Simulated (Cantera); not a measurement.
Feed: 1 mol Si, 0.73 mol NF3, 0.48 mol N2, equilibrated at 725 °C and 0.0100 bar.

These are equilibrium values from Cantera (NASA tables, ideal gas, pure condensed phases), not measurements of a reactor. Candidate condensed phases: Si, Si3N4; 16 gas species. The tables' values for SiF3 are old estimates; treat these amounts as uncertain. Kinetics and transport are ignored.

Q: What is the equilibrium state?

A: x(SiF4): 0.502
x(N2): 0.498
x(SiF3): 4.38e-5
n(Si3N4(s)): 0.151 mol
gas amount: 1.091 mol
log10 activity of Si(s) (absent): -5.68
